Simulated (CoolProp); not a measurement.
Vapour-liquid equilibrium of R1234yf (1) + R1234ze(E) (2) at 0.0706 MPa; x and y are mole fractions of (1).

The numbers come from the multi-fluid Helmholtz-energy mixture model, Lemmon 2022 and Thol 2016; pair parameters Bell 2022 in CoolProp.

| x | bubble temperature, mixture model (°C) | bubble temperature, Raoult's law (°C) | y, mixture model | y, Raoult's law |
|---|---|---|---|---|
| 0.05 | -27.7 | -27.6 | 0.081 | 0.078 |
| 0.2 | -29.7 | -29.4 | 0.291 | 0.288 |
| 0.35 | -31.4 | -31.1 | 0.465 | 0.467 |
| 0.5 | -32.9 | -32.7 | 0.614 | 0.621 |
| 0.65 | -34.3 | -34.2 | 0.746 | 0.754 |
| 0.8 | -35.7 | -35.6 | 0.863 | 0.869 |
| 0.95 | -37.0 | -36.9 | 0.968 | 0.969 |

The largest gap from Raoult's law is -0.3 K in bubble temperature, at x = 0.35. No azeotrope shows between x = 0.05 and 0.95.

Pair parameters are fitted to limited data, so mixtures are less certain than the pure fluids.
